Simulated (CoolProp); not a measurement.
Values from CoolProp's reference Helmholtz-energy equation of state, Thol 2018.

### Question
For hydrogen chloride, give the phase and the Joule-Thomson coefficient (K/MPa) at 64.75 °C and 0.101 MPa.

### Answer
- 64.75 °C and 0.101 MPa: gas; Joule-Thomson coefficient 11.8
